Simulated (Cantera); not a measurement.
A perfectly stirred reactor is fed with CH₄ : C₂H₆ : C₃H₈ : O₂ : N₂ = 1 : 0.34 : 0.046 : 4.33 : 16.3 (molar parts), at 48000 Pa; it is adiabatic with a 475 K inlet, and is followed from long to short residence time, starting on the burning branch (τ in s: 0.14, 0.055, 0.022, 0.0086, 0.0034, 0.0013, 0.00053, 0.00021, 8.4e-05, 3.3e-05).

Computed with Cantera and GRI-Mech 3.0 (53 species, 325 reactions).

x: mole fraction; the columns are a selection and need not sum to one.

```tsv
τ (s)	T (K)	x CH₄	x C₂H₆	x C₃H₈	x C₂H₄	x HCN
0.14	2095	2.49e-6	1.34e-7	1.91e-8	4.28e-7	5.97e-8
0.055	2076	4.93e-6	3.07e-7	4.24e-8	8.67e-7	6.28e-8
0.022	2045	9.28e-6	6.63e-7	8.78e-8	1.54e-6	6.68e-8
0.0086	1999	1.80e-5	1.43e-6	1.80e-7	2.46e-6	7.92e-8
0.0034	1941	___	___	___	___	___
0.0013	1870	8.13e-5	6.96e-6	8.04e-7	5.79e-6	1.58e-7
0.00053	1797	0.000192	1.64e-5	1.85e-6	1.02e-5	2.49e-7
0.00021	1709	0.000590	4.96e-5	5.55e-6	2.68e-5	4.81e-7
8.4e-5	475	0.0454	0.0154	0.00209	<1e-12	<1e-12
3.3e-5	475	0.0454	0.0154	0.00209	<1e-12	<1e-12
```

Question: Complete the blanks.

Answer: 
- 0.0034, x CH₄: 3.64e-5
- 0.0034, x C₂H₆: 3.05e-6
- 0.0034, x C₃H₈: 3.66e-7
- 0.0034, x C₂H₄: 3.70e-6
- 0.0034, x HCN: 1.06e-7
